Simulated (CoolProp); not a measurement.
Octamethylcyclotetrasiloxane (D4) along the isobar 8.67 bar: Z from the reference equation and from simpler models built on Tc = 586.5 K, pc = 13.47 bar, ω = 0.598; each cubic takes its own stable root.

Model: reference Helmholtz-energy equation of state, Thol 2015, in CoolProp.

| T (K) | phase | reference |
|---|---|---|
| 348.6 | liquid | 0.09922 |
| 387.4 | liquid | 0.09413 |
| 426.2 | liquid | 0.09075 |
| 464.9 | liquid | 0.08907 |
| 503.7 | liquid | 0.08952 |
| 542.5 | liquid | 0.09421 |
| 581.2 | gas | 0.7043 |
| 620 | gas | 0.7927 |

Q: How far does each simpler model (Redlich-Kwong, Soave-Redlich-Kwong, Peng-Robinson) lie from the reference over these 8 states: mean and median of the absolute difference, and the worst?

A: 
- Redlich-Kwong: mean 17.5 %, median 19.3 %, worst +33.0 % at 542.5 K and 8.67 bar
- Soave-Redlich-Kwong: mean 9.4 %, median 10.2 %, worst +17.8 % at 542.5 K and 8.67 bar
- Peng-Robinson: mean 2.0 %, median 1.7 %, worst +4.2 % at 542.5 K and 8.67 bar
